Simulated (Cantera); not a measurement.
Cantera run, input and output.

```python
import numpy as np
import cantera as ct

gas = ct.Solution("gri30.yaml")
gas.TPX = 1025, 1800000, {'CH4': 1, 'H2': 0.34, 'O2': 1.21, 'N2': 4.53}
reactor = ct.IdealGasReactor(gas, energy="on", clone=False)
net = ct.ReactorNet([reactor])
net.rtol, net.atol = 1e-08, 1e-16
show = ['CH4', 'H2', 'O2', 'H2O2', 'HCN', 'H', 'CO2']
times = np.geomspace(3e-06, 4, 14)

steps = ct.SolutionArray(gas, extra=["t"])
rows = []
print(f"{'t/s':>10s}{'T/K':>9s}{'P/Pa':>11s}" + "".join(f"{s:>11s}" for s in show))
for t in times:
    while net.time < t:
        t_next = net.step()
        steps.append(gas.state, t=t_next)
    rows.append([np.interp(t, steps.t, y) for y in (steps.T, steps.P, *steps(*show).X.T)])
    print(f"{t:10.3e}{rows[-1][0]:9.1f}{rows[-1][1]:11.4g}" + "".join(f"{x:11.3e}" for x in rows[-1][2:]))
rate = np.gradient(steps.T, steps.t)
print("integrator steps:", len(steps.t))
if steps.T.max() > steps.T[0] + 200:
    print(f"time of steepest temperature rise: {steps.t[rate.argmax()]:.4e} s")
gas.TPX = 1025, 1800000, {'CH4': 1, 'H2': 0.34, 'O2': 1.21, 'N2': 4.53}
gas.equilibrate("UV")
print(f"equilibrium (UV): T = {gas.T:.1f} K  " + "  ".join(f"{s} {gas[s].X[0]:.3e}" for s in show))
```

It prints:

```
       t/s      T/K       P/Pa        CH4         H2         O2       H2O2        HCN          H        CO2
 3.000e-06   1025.0    1.8e+06  1.412e-01  4.802e-02  1.709e-01  1.265e-11  2.005e-29  8.127e-12  1.339e-18
 8.877e-06   1025.0    1.8e+06  1.412e-01  4.802e-02  1.709e-01  1.204e-10  1.567e-28  1.297e-11  1.724e-17
 2.627e-05   1025.0    1.8e+06  1.412e-01  4.802e-02  1.709e-01  1.198e-09  9.957e-28  1.921e-11  1.672e-16
 7.773e-05   1025.0    1.8e+06  1.412e-01  4.802e-02  1.709e-01  1.158e-08  5.073e-27  2.767e-11  1.230e-15
 2.300e-04   1025.0    1.8e+06  1.412e-01  4.802e-02  1.709e-01  1.057e-07  3.406e-26  6.097e-11  1.777e-14
 6.806e-04   1025.0    1.8e+06  1.412e-01  4.802e-02  1.709e-01  1.188e-06  1.224e-24  3.364e-10  1.520e-12
 2.014e-03   1026.4  1.802e+06  1.412e-01  4.789e-02  1.708e-01  3.481e-05  1.262e-20  8.349e-09  3.345e-09
 5.959e-03   2656.7  5.195e+06  7.963e-09  1.352e-01  4.035e-06  2.243e-08  2.726e-06  2.473e-03  1.927e-02
 1.763e-02   2656.7  5.195e+06  7.963e-09  1.352e-01  4.035e-06  2.243e-08  2.726e-06  2.473e-03  1.927e-02
 5.218e-02   2656.7  5.195e+06  7.963e-09  1.352e-01  4.035e-06  2.243e-08  2.726e-06  2.473e-03  1.927e-02
 1.544e-01   2656.7  5.195e+06  7.963e-09  1.352e-01  4.035e-06  2.243e-08  2.726e-06  2.473e-03  1.927e-02
 4.568e-01   2656.7  5.195e+06  7.963e-09  1.352e-01  4.035e-06  2.243e-08  2.726e-06  2.473e-03  1.927e-02
 1.352e+00   2656.7  5.195e+06  7.963e-09  1.352e-01  4.035e-06  2.243e-08  2.726e-06  2.473e-03  1.927e-02
 4.000e+00   2656.7  5.195e+06  7.963e-09  1.352e-01  4.035e-06  2.243e-08  2.726e-06  2.473e-03  1.927e-02
integrator steps: 2419
time of steepest temperature rise: 4.2921e-03 s
equilibrium (UV): T = 2656.7 K  CH4 8.838e-09  H2 1.352e-01  O2 4.035e-06  H2O2 2.243e-08  HCN 2.726e-06  H 2.473e-03  CO2 1.927e-02
```

Model: GRI-Mech 3.0 (53 species, 325 reactions), integrated in Cantera. The pressure lies above the range GRI-Mech 3.0 was tuned for (to about 10 atm).
